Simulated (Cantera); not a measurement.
A perfectly stirred reactor is fed with H2 : O2 : N2 = 0.38 : 1 : 2.4 (molar parts), at 233 Torr; it is held at 1400 K, and followed from long to short residence time.

Computed with Cantera and the H2/O2 subset of GRI-Mech 3.0, which has no nitrogen chemistry. The temperature is held fixed by assumption; the heat of reaction is taken as removed at once.

Question: What does this change do: H2 0.38 to 0.15 parts?

Answer: 
| quantity | before | after |
|---|---|---|
| x(H2) at τ = 2.40 s | 2.47e-5 | 1.23e-5 |
| x(O2) at τ = 2.40 s | 0.226 | 0.266 |
| x(OH) at τ = 2.40 s | 0.000318 | 0.000206 |
| x(H2O2) at τ = 2.40 s | 7.50e-8 | 3.50e-8 |
| x(H2O) at τ = 2.40 s | 0.106 | 0.0430 |
| x(H2) at τ = 11.0 ms | 0.000800 | 0.000361 |
| x(O2) at τ = 11.0 ms | 0.224 | 0.265 |
| x(OH) at τ = 11.0 ms | 0.00194 | 0.00124 |
| x(H2O2) at τ = 11.0 ms | 6.47e-7 | 3.15e-7 |
| x(H2O) at τ = 11.0 ms | 0.104 | 0.0420 |
